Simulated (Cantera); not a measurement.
Mixture: 6.24 % CH₄, 0.618 % C₂H₆, 19.5 % O₂, 73.6 % N₂, equivalence ratio 0.75, at 1880 Torr, adiabatic and at constant pressure. Ignition delay is the time to a rise of 400 K.

Cantera simulation using GRI-Mech 3.0 (53 species, 325 reactions); the numbers are that mechanism's predictions, not measurements.

Predict: delay at 1075 K; delay at 1225 K; delay at 1375 K; delay at 1525 K; apparent activation energy between 1450 and 1600 K.


```
Item                                                     Value
--------------------------------------------------  ----------
delay at 1075 K                                        15.5 ms
delay at 1225 K                                        2.03 ms
delay at 1375 K                                       0.430 ms
delay at 1525 K                                       0.112 ms
apparent activation energy between 1450 and 1600 K  160 kJ/mol
```
